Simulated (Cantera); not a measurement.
# Si + HCl + H₂ (chemical vapour transport)

Charge: 1 mol Si, 0.36 mol HCl, 7.7 mol H₂, at 24.0 mbar.

Method: chemical equilibrium by Gibbs-energy minimisation in Cantera with the NASA 1993 tables (ideal gas, pure condensed phases). Candidate condensed phases: Si; 19 gas species. The tables' values for SiCl₃ are old estimates; treat these amounts as uncertain. The numbers say what is thermodynamically allowed, not how fast it happens.

| T (°C) | x H₂ | x HCl | x SiCl₂ | x SiCl₄ | x SiHCl₃ | x SiCl₃ | x H | x SiH₂Cl₂ | n Si(s) |
|---|---|---|---|---|---|---|---|---|---|
| 827 | 0.968 | 0.0260 | 0.00142 | 0.00253 | 0.00139 | 0.000509 | 1.64e-7 | 9.12e-5 | 0.952 |
| 902 | 0.963 | 0.0327 | 0.00253 | 0.000898 | 0.000624 | 0.000482 | 7.76e-7 | 5.56e-5 | 0.963 |
| 977 | 0.960 | 0.0355 | 0.00330 | 0.000226 | 0.000218 | 0.000323 | 3.06e-6 | 2.85e-5 | 0.967 |
| 1052 | 0.960 | 0.0362 | 0.00373 | 5.34e-5 | 7.26e-5 | 0.000192 | 1.03e-5 | 1.41e-5 | 0.967 |
| 1127 | 0.960 | 0.0361 | 0.00402 | 1.38e-5 | 2.59e-5 | 0.000114 | 3.08e-5 | 7.32e-6 | 0.966 |
| 1202 | 0.960 | 0.0359 | 0.00423 | 4.00e-6 | 1.01e-5 | 7.06e-5 | 8.20e-5 | 4.01e-6 | 0.965 |
| 1277 | 0.960 | 0.0357 | 0.00442 | 1.30e-6 | 4.31e-6 | 4.55e-5 | 0.000199 | 2.33e-6 | 0.964 |
x: gas mole fraction; n: condensed amount in mol.

From 827 °C to 1277 °C the condensed part is Si(s). The main Si-bearing gas is SiCl₄ at 827 °C and SiCl₂ at 1277 °C.
